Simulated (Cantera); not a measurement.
Charge: 1 mol MgCO3, 0.53 mol O2, a varied amount of N2, equilibrated at 1798 K and 7.50 Torr.

These are equilibrium values from Cantera (NASA tables, ideal gas, pure condensed phases), not measurements of a reactor. Candidate condensed phases: C, Mg, MgCO3, MgO; 28 gas species. The numbers say what is thermodynamically allowed, not how fast it happens.

x: gas mole fraction; n: condensed amount in mol.

```json
[
 {"n(N2) (mol)": "0.66", "x N2": "0.300", "x CO2": "0.454", "x O2": "0.241", "x NO": "0.00273", "x CO": "0.00186", "n MgO(s)": "1.00"},
 {"n(N2) (mol)": "0.97", "x N2": "0.386", "x CO2": "0.398", "x O2": "0.211", "x NO": "0.00290", "x CO": "0.00175", "n MgO(s)": "1.00"},
 {"n(N2) (mol)": "1.4", "x N2": "0.476", "x CO2": "0.339", "x O2": "0.180", "x NO": "0.00297", "x CO": "0.00161", "n MgO(s)": "1.00"},
 {"n(N2) (mol)": "2.1", "x N2": "0.576", "x CO2": "0.274", "x O2": "0.145", "x NO": "0.00293", "x CO": "0.00145", "n MgO(s)": "1.00"},
 {"n(N2) (mol)": "3.1", "x N2": "0.668", "x CO2": "0.215", "x O2": "0.113", "x NO": "0.00279", "x CO": "0.00128", "n MgO(s)": "1.000"},
 {"n(N2) (mol)": "4.5", "x N2": "___", "x CO2": "___", "x O2": "___", "x NO": "___", "x CO": "___", "n MgO(s)": "1.000"},
 {"n(N2) (mol)": "6.6", "x N2": "0.810", "x CO2": "___", "x O2": "___", "x NO": "___", "x CO": "___", "n MgO(s)": "1.000"},
 {"n(N2) (mol)": "9.7", "x N2": "0.862", "x CO2": "0.0882", "x O2": "0.0464", "x NO": "0.00203", "x CO": "0.000825", "n MgO(s)": "1.000"},
 {"n(N2) (mol)": "14", "x N2": "0.900", "x CO2": "0.0637", "x O2": "0.0335", "x NO": "0.00176", "x CO": "0.000701", "n MgO(s)": "1.000"},
 {"n(N2) (mol)": "21", "x N2": "0.931", "x CO2": "0.0438", "x O2": "0.0230", "x NO": "0.00148", "x CO": "0.000582", "n MgO(s)": "1.000"}
]
```

Task: Complete the blanks.

Result: 
- 4.5, x N2: 0.744
- 4.5, x CO2: 0.165
- 4.5, x O2: 0.0869
- 4.5, x NO: 0.00258
- 4.5, x CO: 0.00113
- 6.6, x CO2: 0.122
- 6.6, x O2: 0.0643
- 6.6, x NO: 0.00232
- 6.6, x CO: 0.000969
